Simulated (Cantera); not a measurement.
Input (Python, Cantera) and output of one run.

```python
import numpy as np
import cantera as ct

gas_names = """
    N NO NO2 NO3 N2 N2O O O2 O3 Si SiN SiO SiO2 Si2 Si2N Si3
""".split()
cond_names = """
    Si(cr) Si(L) SiO2(Lqz) SiO2(hqz) SiO2(L) Si2N2O(s) Si3N4(a)
""".split()


# ... load() reads the species with a 1 bar reference pressure and builds the phases ...
atoms = {
    'Si': {'Si': 1},
    'N2O': {'N': 2, 'O': 1},
    'N2': {'N': 2},
}
top_T = {'Si2N2O(s)': 2100, 'Si3N4(a)': 2400}  # K; cautious upper limits of use, not melting points


# ... equilibrate(T, P, feed) seeds the gas with the atoms and calls Mixture.equilibrate('TP', solver="vcs", rtol=1e-11, max_steps=5000) ...
results = []
feed = {'Si': 1, 'N2O': 0.039, 'N2': 69}  # mol
T = 1998  # K
P = 101325  # Pa
mix = equilibrate(T, P, feed)
results.append((T, P, feed, dict(zip(mix.species_names, mix.species_moles))))
print(gas.report(threshold=1e-06))
for i in range(1, mix.n_phases):
    print(f"{mix.phase(i).name:16s} {mix.phase_moles(i):12.5e} mol")
```

Output:

```
       temperature   1998 K
          pressure   1.0132e+05 Pa
           density   0.17092 kg/m^3
  mean mol. weight   28.023 kg/kmol
   phase of matter   gas

                          1 kg             1 kmol
                     ---------------   ---------------
          enthalpy        1.9973e+06        5.5971e+07  J
   internal energy        1.4045e+06        3.9359e+07  J
           entropy            8990.9        2.5195e+05  J/K
    Gibbs function       -1.5966e+07       -4.4743e+08  J
 heat capacity c_p            1284.9             36006  J/K
 heat capacity c_v            988.18             27692  J/K

                      mass frac. Y      mole frac. X     chem. pot. / RT
                     ---------------   ---------------   ---------------
                N2           0.99908           0.99941           -26.925
                Si        1.2301e-05        1.2274e-05             -7.11
               SiN         4.853e-06         3.231e-06           -20.572
               SiO        0.00089644        0.00056985           -43.157
              Si2N        3.1128e-06         1.243e-06           -27.682
     [  +11 minor]        8.1656e-08        4.0233e-08

Si(L)             0.00000e+00 mol
SiO2(L)           0.00000e+00 mol
Si2N2O(s)         0.00000e+00 mol
Si3N4(a)          3.19921e-01 mol
```

Method: chemical equilibrium by Gibbs-energy minimisation in Cantera with the NASA 1993 tables (ideal gas, pure condensed phases).
